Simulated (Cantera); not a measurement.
An isothermal, constant-pressure homogeneous reactor starts with 5.57 % H₂, 94.4 % O₂, equivalence ratio 0.029, at 1350 K and 910 Pa.

Cantera simulation using GRI-Mech 3.0 (53 species, 325 reactions); the numbers are that mechanism's predictions, not measurements. Radical loss at walls, strong at low pressure, is not modelled. The temperature is held fixed by assumption; the heat of reaction is taken as removed at once.

x: mole fraction; the columns are a selection and need not sum to one.

```csv
t (s),x H₂,x O₂,x HO₂,x H,x H₂O,x H₂O₂,x OH
7.00e-5,0.0557,0.944,2.87e-8,1.75e-8,5.85e-9,9.94e-12,1.53e-8
0.000289,0.0557,0.944,1.18e-7,1.34e-7,2.89e-7,1.65e-10,2.18e-7
0.00119,0.0550,0.944,6.85e-7,0.000159,0.000515,2.75e-9,0.000276
0.00492,0.00102,0.899,1.64e-6,0.00744,0.0481,4.78e-8,0.00574
0.0203,(withheld),0.903,1.60e-6,(withheld),0.0492,4.76e-8,0.00546
0.0837,0.000616,0.917,1.42e-6,0.00325,0.0520,4.50e-8,0.00449
0.345,(withheld),0.936,(withheld),(withheld),0.0555,(withheld),(withheld)
1.42,1.84e-5,0.942,1.96e-7,1.56e-5,0.0569,1.09e-8,0.000787
5.88,1.75e-6,0.943,3.85e-8,4.56e-7,0.0572,2.53e-9,0.000243
24.2,2.57e-7,0.943,3.34e-8,2.58e-8,0.0573,6.43e-10,9.33e-5
100,1.28e-7,0.943,4.25e-8,9.05e-9,0.0573,4.22e-10,6.58e-5
```

Problem. Complete the blanks.

Solution. 
- 0.0203, x H₂: 0.000924
- 0.0203, x H: 0.00627
- 0.345, x H₂: 0.000173
- 0.345, x HO₂: 8.15e-7
- 0.345, x H: 0.000457
- 0.345, x H₂O₂: 3.09e-8
- 0.345, x OH: 0.00240
